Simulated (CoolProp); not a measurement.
Vapour-liquid equilibrium of o-xylene (1) + n-undecane (2) at 0.232 MPa; x and y are mole fractions of (1).

Computed with CoolProp (multi-fluid Helmholtz-energy mixture model, Zhou 2012 and Aleksandrov 2011; pair parameters Bell 2016).

Task: Give the bubble temperature and the first vapour's composition at x = 0.2, 0.8, 0.95. Is there an azeotrope?

Result: x = 0.2: 491.6 K, y = 0.390; x = 0.8: 459.3 K, y = 0.926; x = 0.95: 453.6 K, y = 0.984. No azeotrope shows between x = 0.05 and 0.95.

The pair parameters rest on a limited set of measurements; away from them the model extrapolates.
